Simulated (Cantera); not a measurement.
Standard-state values (1 bar) from the NASA 1993 polynomials, evaluated with Cantera. Values are per mole of reaction as written; species without (g) are pure solids or liquids, kept so even where they would boil at 1 bar. The tables' values for SiF2 are old estimates.

### Question
Between 300 and 2375 K, where is each reaction favourable under standard conditions?
- 6 F2(g) + Si3N4 ⇌ 4 NF3(g) + 3 Si(g)
- SiF2(g) ⇌ 2 F(g) + Si
- Si3N4 + 6 F(g) ⇌ 4 N(g) + 3 SiF2(g)

### Answer
- 6 F2(g) + Si3N4 ⇌ 4 NF3(g) + 3 Si(g): ΔG° is 1503 kJ at 300 K and 1041 kJ at 2375 K; it stays positive (K < 1). ΔH° is 1564 kJ and ΔS° 220 J/K at 2375 K.
- SiF2(g) ⇌ 2 F(g) + Si: ΔG° is 723 kJ at 300 K and 492 kJ at 2375 K; it stays positive (K < 1). ΔH° is 825 kJ and ΔS° 140 J/K at 2375 K.
- Si3N4 + 6 F(g) ⇌ 4 N(g) + 3 SiF2(g): ΔG° is 300 kJ at 300 K and -283 kJ at 2375 K; it changes sign between 1175 and 1375 K. ΔH° is 311 kJ and ΔS° 250 J/K at 2375 K.
